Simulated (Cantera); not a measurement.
A freely propagating, adiabatic, planar premixed flame of 31.6 % H2, 14.4 % O2, 54.0 % N2, unburnt at 450 K and 2.60 bar; mixture-averaged transport, grid criteria slope 0.08 and curve 0.16, no radiation.

Detailed kinetics in Cantera: the H2/O2 subset of GRI-Mech 3.0, which has no nitrogen chemistry. The hydrogen kinetics of GRI-Mech 3.0 are dated; newer H2 mechanisms differ, most at raised pressure. Burning velocities carry a grid error of a few per cent, more on coarse grids.

Question: Predict: laminar burning velocity; thermal thickness; peak x(H2O2); peak x(H); peak x(O); peak x(HO2).

Answer: 
```json
{
 "laminar_burning_velocity": "484 cm/s",
 "thermal_thickness": "0.120 mm",
 "peak x(H2O2)": "8.69e-5",
 "peak x(H)": "0.0437",
 "peak x(O)": "0.00865",
 "peak x(HO2)": "0.000763"
}
```
